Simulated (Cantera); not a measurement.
Feed: 1 mol CS2, 0.011 mol SO2, 0.15 mol H2, held at 1725 K and 150 bar.

Cantera equilibrium calculation (NASA polynomials, part measured and part estimated; ideal gas, pure solids and liquids). Candidate condensed phases: C, C6H6, C7H8, C8H18, H2O, H2SO4, S; 123 gas species. The ideal-gas law is rough above about 30 bar. Equilibrium is a limit: real reactors are often held back by kinetics, nucleation or transport.

Base state: CS2 0.695, S2 0.149, H2S 0.117, H2 0.0175, CO 0.0161, COS 0.00370, SH 0.00180, CS 0.000456 (mole fractions); condensed: C(graphite).

What changes in the equilibrium state with this change: temperature from 1725 K to 3398 K?


| species | before | after |
|---|---|---|
| CS | 0.000456 | 0.352 |
| CS2 | 0.695 | 0.318 |
| S2 | 0.149 | 0.163 |
| H2S | 0.117 | 0.0177 |
| S | 1.24e-5 | 0.0233 |
| SH | 0.00180 | 0.0419 |
| H2 | 0.0175 | 0.0566 |
| CO | 0.0161 | 0.0150 |
| C2H | <1e-9 | 0.000180 |
| C4H2 | <1e-9 | 0.000116 |
| C2H2 (vinylidene) | <1e-9 | 2.80e-5 |
| C(graphite), mol | 0.205 | 0 |

What changes in the equilibrium state with this change: pressure from 150 bar to 13.0 bar?


```json
[
 {"species": "CS2", "before": "0.695", "after": "0.696"},
 {"species": "S2", "before": "0.149", "after": "0.149"},
 {"species": "H2S", "before": "0.117", "after": "0.0870"},
 {"species": "H2", "before": "0.0175", "after": "0.0444"},
 {"species": "COS", "before": "0.00370", "after": "0.00124"},
 {"species": "CO", "before": "0.0161", "after": "0.0183"},
 {"species": "H", "before": "2.01e-6", "after": "1.09e-5"},
 {"species": "H2O", "before": "1.78e-5", "after": "4.43e-6"},
 {"species": "C(graphite), mol", "before": "0.205", "after": "0.191"}
]
```

What changes in the equilibrium state with this change: 0.19 mol CH4 added?


```json
[
 {"species": "CS2", "before": "0.695", "after": "0.481"},
 {"species": "H2S", "before": "0.117", "after": "0.335"},
 {"species": "S2", "before": "0.149", "after": "0.103"},
 {"species": "H2", "before": "0.0175", "after": "0.0605"},
 {"species": "CO", "before": "0.0161", "after": "0.0138"},
 {"species": "CH4", "before": "4.59e-5", "after": "0.000548"},
 {"species": "H2O", "before": "1.78e-5", "after": "5.27e-5"},
 {"species": "SH", "before": "0.00180", "after": "0.00278"},
 {"species": "COS", "before": "0.00370", "after": "0.00264"},
 {"species": "CS", "before": "0.000456", "after": "0.000379"},
 {"species": "C(graphite), mol", "before": "0.205", "after": "0.526"}
]
```
